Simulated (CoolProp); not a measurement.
Nitrogen at 507.72 K and 0.836 MPa flows at 21 m/s in a round tube of 1 mm bore and 45 µm roughness, fully developed (64/Re and Nu = 3.66 if laminar; Colebrook and Gnielinski if turbulent). Each further row changes one setting.

Model: reference Helmholtz-energy equation of state, Span 2000, in CoolProp.

| case | Reynolds number | Darcy friction factor | pressure drop (Pa/m) | heat-transfer coefficient (W/(m² K)) | mass flow (kg/h) |
|---|---|---|---|---|---|
| as stated | 4400 | 0.0734 | 89500 | (withheld) | 0.328 |
| velocity 42 m/s | 8800 | (withheld) | (withheld) | 2570 | 0.657 |
| diameter 2 mm | 8800 | (withheld) | (withheld) | (withheld) | 1.31 |

Some entries are withheld; supply them.


- as stated, heat-transfer coefficient (W/(m² K)): 1170
- velocity 42 m/s, Darcy friction factor: 0.0709
- velocity 42 m/s, pressure drop (Pa/m): 346000
- diameter 2 mm, Darcy friction factor: 0.0548
- diameter 2 mm, pressure drop (Pa/m): 33400
- diameter 2 mm, heat-transfer coefficient (W/(m² K)): 955

Viscosity comes from a separate model (Lemmon 2004). Thermal conductivity comes from a separate model (Lemmon 2004).
